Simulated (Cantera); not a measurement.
A closed system holds: 1 mol Fe2O3, 0.43 mol H2O, 0.95 mol N2, 1.1 mol Cl2, held at 1448.15 K and 10.0 mbar.

These are equilibrium values from Cantera (NASA tables, ideal gas, pure condensed phases), not measurements of a reactor. Candidate condensed phases: Fe, FeCl2, FeCl3, FeO, Fe(OH)2, Fe(OH)3, Fe2O3, Fe3O4, H2O, NH4Cl; 37 gas species. Kinetics and transport are ignored.

Base state: N2 0.299, HCl 0.252, O2 0.200, FeCl2 0.175, Cl 0.0432, Cl2 0.0112, H2O 0.00939, FeCl3 0.00859 (mole fractions); condensed: Fe2O3(s).

### Question
What changes in the equilibrium state with this change: temperature from 1448.15 K to 1600 K?

### Answer
```tsv
species	before	after
N2	0.299	0.284
O2	0.200	0.230
HCl	0.252	0.216
Cl2	0.0112	0.00252
H2O	0.00939	0.0205
Cl	0.0432	0.0552
FeCl2	0.175	0.188
O	8.75e-6	6.96e-5
OH	4.69e-5	0.000259
FeCl3	0.00859	0.00184
Fe2O3(s), mol	0.709	0
Fe3O4(s), mol	0	0.455
```

### Question
What changes in the equilibrium state with this change: temperature from 1448.15 K to 875 K?

### Answer
```
species          before     after
-------------  --------  --------
N2                0.299     0.354
HCl               0.252     0.302
Cl2              0.0112     0.257
FeCl2             0.175   8.51e-6
O2                0.200    0.0762
Cl               0.0432  0.000234
FeCl3           0.00859  0.000811
Fe2Cl4          1.80e-5     <1e-9
OH              4.69e-5   5.23e-9
NO             0.000566   2.63e-6
Fe2O3(s), mol     0.709     0.999
```
Condensed phases not in the tables: FeOCl.

### Question
What changes in the equilibrium state with this change: pressure from 10.0 mbar to 59.0 mbar?

### Answer
```tsv
species	before	after
N2	0.299	0.310
HCl	0.252	0.264
O2	0.200	0.190
FeCl2	0.175	0.138
Cl2	0.0112	0.0322
FeCl3	0.00859	0.0278
Cl	0.0432	0.0301
Fe2Cl4	1.80e-5	6.59e-5
OH	4.69e-5	2.82e-5
Fe2O3(s), mol	0.709	0.746
```
